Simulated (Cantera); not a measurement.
# Premixed flame

A freely propagating, adiabatic, planar premixed flame of CH4 : O2 : N2 = 1 : 2.11 : 5.68 (molar parts), unburnt at 600 K and 19000 Pa; mixture-averaged transport, grid criteria slope 0.08 and curve 0.16, no radiation.

Computed with Cantera and GRI-Mech 3.0 (53 species, 325 reactions). Burning velocities carry a grid error of a few per cent, more on coarse grids.

| z (mm) | T (K) | u (m/s) | x CH4 | x O2 | x CO2 | x H2 | x CH2 | x C2H6 |
|---|---|---|---|---|---|---|---|---|
| -3.24 | 600 | 2.49 | 0.114 | 0.240 | 1.63e-8 | 0.000749 | <1e-8 | 3.04e-8 |
| -2.16 | 601 | 2.49 | 0.113 | 0.239 | 3.53e-7 | 0.00254 | <1e-8 | 6.61e-7 |
| -1.62 | 605 | 2.52 | 0.113 | 0.239 | 3.91e-6 | 0.00532 | <1e-8 | 6.20e-6 |
| -1.08 | 649 | 2.72 | 0.109 | 0.234 | 9.95e-5 | 0.0121 | 2.86e-8 | 9.95e-5 |
| -0.540 | 1015 | 4.34 | 0.0813 | 0.203 | 0.00232 | 0.0258 | 2.26e-6 | 0.00108 |
| -0.270 | 1443 | 6.28 | 0.0452 | 0.157 | 0.00759 | 0.0328 | 3.68e-5 | 0.000810 |
| 0 | 1845 | 8.14 | 0.0129 | 0.102 | 0.0171 | 0.0336 | 0.000111 | 7.25e-5 |
| 0.270 | 2026 | 8.98 | 0.00167 | 0.0669 | 0.0288 | 0.0276 | 4.68e-5 | 7.89e-7 |
| 0.540 | 2067 | 9.17 | 0.000122 | 0.0512 | 0.0395 | 0.0229 | 4.81e-6 | <1e-8 |
| 1.08 | 2090 | 9.22 | 5.09e-7 | 0.0424 | 0.0532 | 0.0213 | 2.16e-8 | <1e-8 |
| 2.16 | 2114 | 9.29 | <1e-8 | 0.0392 | 0.0626 | 0.0219 | <1e-8 | <1e-8 |
| 4.32 | 2147 | 9.41 | <1e-8 | 0.0378 | 0.0657 | 0.0215 | <1e-8 | <1e-8 |
| 8.65 | 2197 | 9.59 | <1e-8 | 0.0365 | 0.0673 | 0.0203 | <1e-8 | <1e-8 |
x: mole fraction of selected species; z is measured from the peak of heat release.

```
Item                         Value
------------------------  --------
laminar burning velocity  248 cm/s
thermal thickness          1.08 mm
peak x(H2)                  0.0343
peak x(CH2)               0.000111
peak x(C2H6)               0.00121
grid points                    170
```
